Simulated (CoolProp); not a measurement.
Properties of C2F6 (R116) at several states (Tc = 293.0 K, pc = 3.048 MPa, ω = 0.257).

Model: reference Helmholtz-energy equation of state, Lemmon 2006, in CoolProp. It is a short technical equation, of lower accuracy than the large ones.

```csv
T (K),p (MPa),phase,Z,cp (kJ/(kg K)),viscosity (µPa s),fugacity coefficient
196.7,0.337,liquid,0.01779,0.9452,412,0.3169
418.9,0.691,gas,0.9802,0.9428,19.8,0.9803
210.6,6.84,liquid,0.3433,0.9564,370,0.04137
343.6,0.34,gas,0.9785,0.8486,16.3,0.9788
```

Viscosity comes from a separate model (Huber 2003), an estimate that may be off by 10 % or more.
